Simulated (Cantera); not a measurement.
Input (Python, Cantera):

```python
import numpy as np
import cantera as ct

gas = ct.Solution("gri30.yaml")
gas.TPX = 1350, 24, {'C3H8': 1, 'H2': 1.2}
reactor = ct.IdealGasConstPressureReactor(gas, energy="off", clone=False)
net = ct.ReactorNet([reactor])
net.rtol, net.atol = 1e-08, 1e-18
show = ['C3H8', 'H2', 'CH2', 'C2H', 'CH3', 'C2H4', 'C2H2']
times = np.geomspace(2e-06, 50, 15)

steps = ct.SolutionArray(gas, extra=["t"])
rows = []
print(f"{'t/s':>10s}{'T/K':>9s}{'P/Pa':>11s}" + "".join(f"{s:>11s}" for s in show))
for t in times:
    while net.time < t:
        t_next = net.step()
        steps.append(gas.state, t=t_next)
    rows.append([np.interp(t, steps.t, y) for y in (steps.T, steps.P, *steps(*show).X.T)])
    print(f"{t:10.3e}{rows[-1][0]:9.1f}{rows[-1][1]:11.4g}" + "".join(f"{x:11.3e}" for x in rows[-1][2:]))
rate = np.gradient(steps.T, steps.t)
print("integrator steps:", len(steps.t))
if steps.T.max() > steps.T[0] + 200:
    print(f"time of steepest temperature rise: {steps.t[rate.argmax()]:.4e} s")
gas.TPX = 1350, 24, {'C3H8': 1, 'H2': 1.2}
gas.equilibrate("TP")
print(f"equilibrium (TP): T = {gas.T:.1f} K  " + "  ".join(f"{s} {gas[s].X[0]:.3e}" for s in show))
```

Result:

```
       t/s      T/K       P/Pa       C3H8         H2        CH2        C2H        CH3       C2H4       C2H2
 2.000e-06   1350.0         24  4.545e-01  5.455e-01  2.601e-17  2.868e-33  1.611e-06  2.970e-10  6.529e-19
 6.752e-06   1350.0         24  4.545e-01  5.455e-01  9.955e-16  3.826e-30  5.439e-06  3.380e-09  2.495e-17
 2.280e-05   1350.0         24  4.545e-01  5.454e-01  3.834e-14  4.965e-27  1.835e-05  3.863e-08  9.568e-16
 7.697e-05   1350.0         24  4.545e-01  5.454e-01  1.509e-12  5.645e-24  6.180e-05  4.569e-07  3.780e-14
 2.599e-04   1350.0         24  4.542e-01  5.453e-01  6.049e-11  4.287e-21  2.081e-04  6.317e-06  1.720e-12
 8.773e-04   1350.0         24  4.534e-01  5.450e-01  2.474e-09  2.248e-18  7.281e-04  1.028e-04  1.299e-10
 2.962e-03   1350.0         24  4.496e-01  5.439e-01  1.032e-07  1.583e-15  2.876e-03  1.310e-03  2.404e-08
 1.000e-02   1350.0         24  4.292e-01  5.374e-01  1.867e-06  9.991e-13  1.223e-02  1.198e-02  5.069e-06
 3.376e-02   1350.0         24  3.109e-01  4.996e-01  6.574e-06  4.415e-10  3.686e-02  8.610e-02  6.331e-04
 1.140e-01   1350.0         24  3.249e-02  4.238e-01  5.820e-06  5.801e-08  3.075e-02  2.504e-01  2.638e-02
 3.848e-01   1350.0         24  2.742e-04  4.468e-01  6.341e-07  4.526e-08  4.051e-03  2.078e-01  8.427e-02
 1.299e+00   1350.0         24  2.189e-06  4.656e-01  7.629e-08  1.474e-08  9.325e-04  1.718e-01  1.132e-01
 4.387e+00   1350.0         24  3.782e-09  4.800e-01  1.037e-08  5.725e-09  2.944e-04  1.419e-01  1.363e-01
 1.481e+01   1350.0         24  2.627e-10  4.947e-01  1.716e-09  2.629e-09  1.121e-04  1.100e-01  1.605e-01
 5.000e+01   1350.0         24  8.999e-11  5.145e-01  8.182e-10  2.192e-09  7.521e-05  6.726e-02  1.929e-01
integrator steps: 1258
equilibrium (TP): T = 1350.0 K  C3H8 1.068e-15  H2 7.111e-01  CH2 1.765e-10  C2H 3.540e-08  CH3 1.441e-06  C2H4 7.352e-05  C2H2 2.883e-01
```

Detailed kinetics in Cantera: GRI-Mech 3.0 (53 species, 325 reactions). GRI-Mech 3.0 was tuned for natural gas; its chemistry of propane as a main component is partial and can be far from experiment. GRI-Mech 3.0 stops at C3 and has no aromatics, soot or wall deposition, so with more carbon than oxygen in the feed, carbon stays in small species such as C2H2 where larger ones or solid carbon would form. Radical loss at walls, strong at low pressure, is not modelled.
